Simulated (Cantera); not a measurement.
## Boron, boron nitride and boron oxide: BCl3 + N2

Input: 1 mol BCl3, a varied amount of N2, at 2100 Pa.

Cantera equilibrium calculation (NASA polynomials, part measured and part estimated; ideal gas, pure solids and liquids). Candidate condensed phases: B, BN; 10 gas species. N2 is the only nitrogen source here; it is nearly inert below about 1500 K, so the nitride shown seldom forms there in practice. The tables' values for BCl2 are old estimates. The numbers say what is thermodynamically allowed, not how fast it happens.

Stable condensed phases:

```
T in °C \ n(N2) in mol
         0.29 0.58  1.2  2.4  4.9  9.9   20
   1850     A    A    A    A    A    A    A
   1700     A    A    A    A    A    A    A
   1550     A    A    A    A    A    A    A
   1400     A    A    A    B    B    B    B
   1250     B    B    B    B    B    B    B
   1100     B    B    B    B    B    B    B
    950     A    A    A    A    A    A    B
    800     A    A    A    A    A    A    A
    650     A    A    A    A    A    A    A
    500     A    A    A    A    A    A    A
```

A: gas only; B: BN.
